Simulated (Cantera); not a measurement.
An isothermal, constant-pressure homogeneous reactor starts with 0.880 % CH₄, 7.83 % O₂, 91.3 % N₂, equivalence ratio 0.23, at 1375 K and 270000 Pa.

Model: GRI-Mech 3.0 (53 species, 325 reactions), integrated in Cantera. The temperature is held fixed by assumption; the heat of reaction is taken as removed at once.

One state of this run: x CH₄ = <1e-12; x O₂ = 0.0606; x C₂H₂ = <1e-12; x O = 1.29e-7; x HCN = <1e-12; x H = 3.66e-10. x: mole fraction; the columns are a selection and need not sum to one.

Question: Which value of t (s) does it belong to?
A) 4.15
B) 0.0110
C) 0.00151
D) 0.0792

Answer: D, 0.0792
